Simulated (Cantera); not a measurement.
# Low-pressure radical oxidation in H2/O2

An isothermal, constant-pressure homogeneous reactor starts with 20.6 % H₂, 79.4 % O₂, equivalence ratio 0.13, at 1300 K and 2.85 Torr.

Cantera simulation using the H2/O2 subset of GRI-Mech 3.0, which has no nitrogen chemistry; the numbers are that mechanism's predictions, not measurements. Radical loss at walls, strong at low pressure, is not modelled. The temperature is held fixed by assumption; the heat of reaction is taken as removed at once.

```csv
t (s),x H₂,x O₂,x O,x H₂O₂,x H₂O
5.00e-6,0.206,0.794,2.47e-11,<1e-12,<1e-12
2.16e-5,0.206,0.794,4.31e-10,<1e-12,6.41e-11
9.37e-5,0.206,0.794,6.52e-9,1.15e-11,3.88e-9
0.000406,0.206,0.794,1.33e-7,2.13e-10,2.44e-7
0.00176,0.205,0.793,0.000403,3.99e-9,0.00100
0.00760,0.0100,0.668,0.0857,7.45e-8,0.157
0.0329,0.00921,0.680,0.0759,7.98e-8,0.167
0.142,0.00593,0.719,0.0441,9.42e-8,0.196
0.616,0.000938,0.762,0.00643,6.82e-8,0.225
2.67,5.27e-5,0.769,0.000358,1.76e-8,0.229
11.6,4.87e-6,0.770,3.32e-5,3.93e-9,0.230
50.0,7.85e-7,0.770,5.36e-6,1.07e-9,0.230
```
x: mole fraction; the columns are a selection and need not sum to one.

Equilibrium at this temperature and pressure: H₂ 3.72e-7, O₂ 0.770, O 2.53e-6, H₂O₂ 6.82e-10, H₂O 0.230 (gas phase only).
